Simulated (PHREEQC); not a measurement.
A column of 0.2 m (30 cells, dispersivity 0.007 m, 3600 s a shift, diffusion coefficient 3e-10 m²/s) holds 0.0011 eq of the database's cation exchanger X per kg of pore water, first in equilibrium with 11 mmol/kgw LiCl, 94 mmol/kgw CaCl2 and 0.01 mmol/kgw HCl. It is flushed with 1.3 mmol/kgw MnCl2, 0.4 mmol/kgw CaCl2 and 0.01 mmol/kgw HCl, at 15 °C. Values are for the last cell. CO2 from the air is kept out. Precipitation was switched off in this run.

The series has 31 steps of pore volumes, from 0 to 3.017.

All values are PHREEQC results (ion-association model, phreeqc.dat), not measurements.

Question: After how many pore volumes does Mn at the outlet first reach half of its feed value?

Answer: By 1.0 pore volumes.
